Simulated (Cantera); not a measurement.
An adiabatic, constant-volume homogeneous reactor starts with CH4 : O2 : N2 : H2O = 1 : 2.06 : 20.4 : 5.1 (molar parts), at 1398 K and 0.503 atm.

Model: GRI-Mech 3.0 (53 species, 325 reactions), integrated in Cantera.

Question: Predict: time of steepest temperature rise; temperature at 3.00 s; equilibrium temperature; x(O2) at 3.00 s; x(H2O) at 3.00 s; x(CO2) at 3.00 s; x(H2) at 3.00 s.

Answer: 
```json
{
  "time_of_steepest_temperature_rise": "20.6 ms",
  "temperature at 3.00 s": "2199 K",
  "equilibrium_temperature": "2199 K",
  "x(O2) at 3.00 s": "0.00437 (gas-phase equilibrium 0.00437)",
  "x(H2O) at 3.00 s": "0.241 (gas-phase equilibrium 0.241)",
  "x(CO2) at 3.00 s": "0.0316 (gas-phase equilibrium 0.0316)",
  "x(H2) at 3.00 s": "0.00462 (gas-phase equilibrium 0.00462)"
}
```
